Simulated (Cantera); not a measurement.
Input (Python, Cantera) and output of one run.

```python
import numpy as np
import cantera as ct

gas_names = """
    C CH CH2 CH3 CH2OH CH3O CH4 CH3OH CO COS CO2 COOH CS CS2 C2 C2H CHCO,ketyl C2H2,acetylene
    C2H2,vinylidene CH2CO,ketene C2H3,vinyl CH3CO,acetyl C2H4 C2H4O,ethylen CH3CHO,ethanal CH3COOH
    (HCOOH)2 C2H5 C2H6 CH3OCH3 C2H5OH C2O C3 C3H3,propargyl C3H4,allene C3H4,propyne C3H4,cyclo-
    C3H5,allyl C3H6,propylene C3H6,cyclo- C3H6O C3H7,n-propyl C3H7,i-propyl C3H8 C3H8O,1propanol
    C3H8O,2propanol C3O2 C4 C4H2 C4H4,1,3-cyclo- C4H6,butadiene C4H6,2-butyne C4H6,cyclo- C4H8,1-butene
    C4H8,cis2-buten C4H8,tr2-butene C4H8,isobutene C4H8,cyclo- (CH3COOH)2 C4H9,n-butyl C4H9,i-butyl
    C4H9,s-butyl C4H9,t-butyl C4H10,isobutane C4H10,n-butane C5 C5H6,1,3cyclo- C5H8,cyclo-
    C5H10,1-pentene C5H10,cyclo- C5H11,pentyl C5H11,t-pentyl C5H12,n-pentane C5H12,i-pentane
    CH3C(CH3)2CH3 C6H2 C6H5,phenyl C6H5O,phenoxy C6H6 C6H5OH,phenol C6H10,cyclo- C6H12,1-hexene
    C6H12,cyclo- C6H13,n-hexyl C7H7,benzyl C7H8 C7H8O,cresol C7H14,1-heptene C7H15,n-heptyl
    C7H16,n-heptane C8H8,styrene C8H10,ethylbenz C8H16,1-octene C8H17,n-octyl C8H18,isooctane
    C8H18,n-octane C9H19,n-nonyl C10H8,naphthale C10H21,n-decyl C12H9,o-bipheny C12H10,bipheny H HCO HO2
    H2 HCHO,formaldehy HCOOH H2O H2O2 H2S H2SO4 Mg MgH MgO MgOH MgO2H2 MgS Mg2 O OH O2 O3 S SH SO SO2
    SO3 S2 S2O S8
""".split()
cond_names = """
    C(gr) C6H6(L) C7H8(L) C8H18(L),n-octa H2O(s) H2O(L) H2SO4(L) Mg(cr) Mg(L) MgCO3(s) MgO(s) MgO(L)
    MgO2H2(s) MgS(s) MgSO4(s) MgSO4(L) S(cr1) S(cr2) S(L)
""".split()


def load(file, names, dense=False):
    # The tables refer to 1 bar. Condensed volumes are neglected.
    table = {s.name: s for s in ct.Species.list_from_file(file)}
    out = []
    for n in names:
        d = dict(table[n].input_data)
        d["thermo"] = dict(d["thermo"], **{"reference-pressure": 1e5})
        if dense:
            d["equation-of-state"] = {"model": "constant-volume", "density": "1e6 g/cm^3"}
        out.append(ct.Species.from_dict(d))
    return out


gas = ct.Solution(thermo="ideal-gas", species=load("nasa_gas.yaml", gas_names))
cond = {s.name: ct.Solution(thermo="fixed-stoichiometry", species=[s], name=s.name)
        for s in load("nasa_condensed.yaml", cond_names, dense=True)}
atoms = {
    'MgCO3': {'Mg': 1, 'C': 1, 'O': 3},
    'H2S': {'H': 2, 'S': 1},
    'CO2': {'C': 1, 'O': 2},
}
top_T = {'C(gr)': 4500, 'MgS(s)': 2250}  # K; cautious upper limits of use, not melting points


def equilibrate(T, P, feed):
    n = {}
    for name, mol in feed.items():
        for a, k in atoms[name].items():
            n[a] = n.get(a, 0.0) + k * mol
    gas.TPX = T, P, n
    mass = sum(n.values()) * gas.mean_molecular_weight
    gas.equilibrate("TP")
    valid = [c for c in cond.values() if c.min_temp <= T <= top_T.get(c.name, c.max_temp)]
    mix = ct.Mixture([(gas, mass / gas.mean_molecular_weight)] + [(c, 0.0) for c in valid])
    mix.T, mix.P = T, P
    mix.equilibrate("TP", solver="vcs", rtol=1e-11, max_steps=5000)
    return mix


results = []
feed = {'MgCO3': 1, 'H2S': 2.1, 'CO2': 0.091}  # mol
T = 1900  # K
P = 19000  # Pa
mix = equilibrate(T, P, feed)
results.append((T, P, feed, dict(zip(mix.species_names, mix.species_moles))))
x = sorted(zip(gas.X, gas.species_names), reverse=True)
print(f"T = {T:g} K  P = {P:g} Pa  gas = {mix.phase_moles(0):.4g} mol")
print("   x: " + "  ".join(f"{s} {v:.3e}" for v, s in x if v > 0.001))
print("   condensed (mol): " + ("  ".join(f"{mix.phase(i).name} {mix.phase_moles(i):.4g}"
      for i in range(1, mix.n_phases) if mix.phase_moles(i) > 1e-12) or "none"))
```

Result:

```
T = 1900 K  P = 19000 Pa  gas = 4.199 mol
   x: H2 2.629e-01  CO 2.209e-01  S2 2.102e-01  H2O 1.887e-01  H2S 4.133e-02  CO2 3.766e-02  SH 1.330e-02  SO2 1.240e-02  SO 7.586e-03  S 1.679e-03  COS 1.237e-03  S2O 1.064e-03
   condensed (mol): MgO(s) 0.9998
```

These are equilibrium values from Cantera (NASA tables, ideal gas, pure condensed phases), not measurements of a reactor.
